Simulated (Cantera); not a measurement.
# Carbothermic reduction: TiO2 + CO

Input: 1 mol TiO2, 13 mol CO, equilibrated at 0.000230 bar.

These are equilibrium values from Cantera (NASA tables, ideal gas, pure condensed phases), not measurements of a reactor. Candidate condensed phases: C, Ti, TiC, TiO, TiO2, Ti2O3, Ti3O5, Ti4O7; 15 gas species. Mutual solubility and eutectic melting of coexisting phases are not modelled. Condensed phases not in the tables: Magnéli phases beyond Ti4O7. Kinetics and transport are ignored.

```json
[
 {"T (K)": "1198", "x CO": "0.999", "x TiO2": "<1e-12", "x TiO": "<1e-12", "x O": "<1e-12", "x CO2": "0.000761", "x O2": "<1e-12", "n TiO2(rutile)": "0.960", "n Ti4O7(s)": "0.00989", "n Ti4O7(l)": "0"},
 {"T (K)": "1398", "x CO": "0.997", "x TiO2": "1.17e-10", "x TiO": "1.30e-11", "x O": "1.26e-11", "x CO2": "0.00332", "x O2": "<1e-12", "n TiO2(rutile)": "0.827", "n Ti4O7(s)": "0.0432", "n Ti4O7(l)": "0"},
 {"T (K)": "1598", "x CO": "0.990", "x TiO2": "9.02e-8", "x TiO": "7.45e-9", "x O": "1.26e-8", "x CO2": "0.0104", "x O2": "1.82e-10", "n TiO2(rutile)": "0.457", "n Ti4O7(s)": "0.136", "n Ti4O7(l)": "0"},
 {"T (K)": "1798", "x CO": "0.981", "x TiO2": "1.42e-5", "x TiO": "1.23e-6", "x O": "2.05e-6", "x CO2": "0.0192", "x O2": "6.79e-8", "n TiO2(rutile)": "0", "n Ti4O7(s)": "0.250", "n Ti4O7(l)": "0"},
 {"T (K)": "1998", "x CO": "0.980", "x TiO2": "0.000632", "x TiO": "9.54e-5", "x O": "7.24e-5", "x CO2": "0.0191", "x O2": "2.78e-6", "n TiO2(rutile)": "0", "n Ti4O7(s)": "0", "n Ti4O7(l)": "0.248"},
 {"T (K)": "2198", "x CO": "0.969", "x TiO2": "0.0104", "x TiO": "0.00272", "x O": "0.00122", "x CO2": "0.0171", "x O2": "4.77e-5", "n TiO2(rutile)": "0", "n Ti4O7(s)": "0", "n Ti4O7(l)": "0.207"},
 {"T (K)": "2398", "x CO": "0.906", "x TiO2": "0.0471", "x TiO": "0.0235", "x O": "0.0106", "x CO2": "0.0123", "x O2": "0.000350", "n TiO2(rutile)": "0", "n Ti4O7(s)": "0", "n Ti4O7(l)": "0"},
 {"T (K)": "2598", "x CO": "0.889", "x TiO2": "0.0266", "x TiO": "0.0419", "x O": "0.0361", "x CO2": "0.00526", "x O2": "0.000562", "n TiO2(rutile)": "0", "n Ti4O7(s)": "0", "n Ti4O7(l)": "0"}
]
```
x: gas mole fraction; n: condensed amount in mol.

From 1198 K to 1598 K the condensed part is TiO2(rutile) + Ti4O7(s). At 1798 K the condensed part is Ti4O7(s). From 1998 K to 2198 K the condensed part is Ti4O7(l). From 2398 K to 2598 K nothing is condensed.
